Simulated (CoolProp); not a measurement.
Vapour-liquid equilibrium of CH2F2 (R32) (1) + R134a (2) at 225.5 K; x and y are mole fractions of (1).

Values from CoolProp's multi-fluid Helmholtz-energy mixture model, Tillner-Roth 1997 and Tillner-Roth 1994; pair parameters Lemmon 2004.

```
x     bubble pressure, mixture model (MPa)  bubble pressure, Raoult's law (MPa)  y, mixture model  y, Raoult's law
----  ------------------------------------  -----------------------------------  ----------------  ---------------
0.05                            (withheld)                              0.03822        (withheld)            0.162
0.15                               0.04801                              0.04722             0.396            0.393
0.25                               0.05721                              0.05622             0.549            0.550
0.35                               0.06621                              0.06522             0.658            0.664
0.45                               0.07507                              0.07422             0.742            0.750
0.55                            (withheld)                              0.08323        (withheld)            0.818
0.65                               0.09262                              0.09223             0.863            0.872
0.75                                0.1014                               0.1012             0.909            0.917
0.85                                0.1103                               0.1102             0.949            0.954
0.95                                0.1192                               0.1192        (withheld)            0.986
```

Problem. What belongs in the gaps?

Solution. 
- 0.05, bubble pressure, mixture model (MPa): 0.03856
- 0.05, y, mixture model: 0.167
- 0.55, bubble pressure, mixture model (MPa): 0.08386
- 0.55, y, mixture model: 0.808
- 0.95, y, mixture model: 0.984

The largest gap from Raoult's law is +1.8 % in bubble pressure, at x = 0.25. No azeotrope shows between x = 0.05 and 0.95.

The pair parameters rest on a limited set of measurements; away from them the model extrapolates.
